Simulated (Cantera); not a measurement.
**Adiabatic ignition**

An adiabatic, constant-volume homogeneous reactor starts with C3H8 : O2 : N2 = 1 : 2.94 : 11.1 (molar parts), equivalence ratio 1.7, at 950 K and 12800 Torr.

Detailed kinetics in Cantera: GRI-Mech 3.0 (53 species, 325 reactions). GRI-Mech 3.0 was tuned for natural gas; its chemistry of propane as a main component is partial and can be far from experiment. The pressure lies above the range GRI-Mech 3.0 was tuned for (to about 10 atm). Below about 1000 K GRI-Mech 3.0 lacks low-temperature oxidation paths.

```
t (s)     T (K)  P (bar)  x C3H8     x O2      x H2    x CH2O    x C2H6    x C2H4
--------  -----  -------  ------  -------  --------  --------  --------  --------
3.00e-6     950     17.0  0.0665    0.195    <1e-12  1.20e-12    <1e-12  4.35e-10
6.69e-6     950     17.0  0.0665    0.195    <1e-12  7.73e-12    <1e-12   1.25e-9
1.49e-5     950     17.0  0.0665    0.195    <1e-12  4.52e-11    <1e-12   3.41e-9
3.32e-5     950     17.0  0.0665    0.195  4.09e-12  2.52e-10  1.48e-12   9.83e-9
7.41e-5     950     17.0  0.0665    0.195  2.27e-11   1.41e-9  2.01e-11   3.27e-8
0.000165    950     17.0  0.0665    0.195  1.51e-10   8.21e-9  2.92e-10   1.31e-7
0.000368    950     17.0  0.0665    0.195   1.07e-9   4.90e-8   4.39e-9   6.15e-7
0.000820    950     17.0  0.0665    0.195   6.41e-9   2.64e-7   5.22e-8   2.93e-6
0.00183     950     17.0  0.0665    0.195   2.70e-8   1.04e-6   3.22e-7   1.11e-5
0.00408     950     17.0  0.0665    0.195   8.54e-8   3.14e-6   1.19e-6   3.31e-5
0.00909     950     17.0  0.0664    0.195   2.52e-7   8.54e-6   3.72e-6   9.00e-5
0.0203      950     17.0  0.0662    0.195   8.02e-7   2.27e-5   1.13e-5  0.000241
0.0451      949     17.0  0.0657    0.195   3.51e-6   6.74e-5   3.98e-5  0.000698
0.101       952     17.1  0.0627    0.194   6.58e-5  0.000517  0.000301   0.00348
0.224      2724     58.8  <1e-12  9.16e-6    0.0900   2.90e-7    <1e-12    <1e-12
0.500      2724     58.8  <1e-12  9.16e-6    0.0900   2.90e-7    <1e-12    <1e-12
```
x: mole fraction; the columns are a selection and need not sum to one.

```yaml
time_of_steepest_temperature_rise: 0.117 s
temperature at 0.500 s: 2724 K
equilibrium_temperature: 2724 K
x(C3H8) at 0.500 s: <1e-12 (gas-phase equilibrium <1e-12)
x(O2) at 0.500 s: 9.16e-6 (gas-phase equilibrium 9.16e-6)
x(H2) at 0.500 s: 0.0900 (gas-phase equilibrium 0.0900)
```
